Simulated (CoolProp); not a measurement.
Saturation properties of dodecamethylcyclohexasiloxane (D6).

The numbers come from the reference Helmholtz-energy equation of state, Colonna 2008 in CoolProp. It is a short technical equation, of lower accuracy than the large ones.

```json
[
 {"T (K)": "349.5", "p (kPa)": "0.1778", "liquid density (kg/m³)": "911.6", "vapour density (kg/m³)": "0.02724", "enthalpy of vaporisation (kJ/kg)": "143.7"},
 {"T (K)": "353.3", "p (kPa)": "0.2251", "liquid density (kg/m³)": "907.3", "vapour density (kg/m³)": "0.03412", "enthalpy of vaporisation (kJ/kg)": "142.7"},
 {"T (K)": "357", "p (kPa)": "0.2814", "liquid density (kg/m³)": "903.2", "vapour density (kg/m³)": "0.04222", "enthalpy of vaporisation (kJ/kg)": "141.7"},
 {"T (K)": "360.8", "p (kPa)": "0.3517", "liquid density (kg/m³)": "899.0", "vapour density (kg/m³)": "0.05222", "enthalpy of vaporisation (kJ/kg)": "140.6"},
 {"T (K)": "364.6", "p (kPa)": "0.4369", "liquid density (kg/m³)": "894.7", "vapour density (kg/m³)": "0.06420", "enthalpy of vaporisation (kJ/kg)": "139.6"},
 {"T (K)": "368.4", "p (kPa)": "0.5395", "liquid density (kg/m³)": "890.5", "vapour density (kg/m³)": "0.07848", "enthalpy of vaporisation (kJ/kg)": "138.6"},
 {"T (K)": "372.2", "p (kPa)": "0.6624", "liquid density (kg/m³)": "886.2", "vapour density (kg/m³)": "0.09539", "enthalpy of vaporisation (kJ/kg)": "137.6"},
 {"T (K)": "376", "p (kPa)": "0.8088", "liquid density (kg/m³)": "881.9", "vapour density (kg/m³)": "0.1153", "enthalpy of vaporisation (kJ/kg)": "136.7"},
 {"T (K)": "379.7", "p (kPa)": "0.9773", "liquid density (kg/m³)": "877.7", "vapour density (kg/m³)": "0.1380", "enthalpy of vaporisation (kJ/kg)": "135.7"},
 {"T (K)": "383.5", "p (kPa)": "1.181", "liquid density (kg/m³)": "873.4", "vapour density (kg/m³)": "0.1652", "enthalpy of vaporisation (kJ/kg)": "134.7"},
 {"T (K)": "387.3", "p (kPa)": "1.420", "liquid density (kg/m³)": "869.1", "vapour density (kg/m³)": "0.1968", "enthalpy of vaporisation (kJ/kg)": "133.7"}
]
```

It boils at 518.1 K under 1 atm.
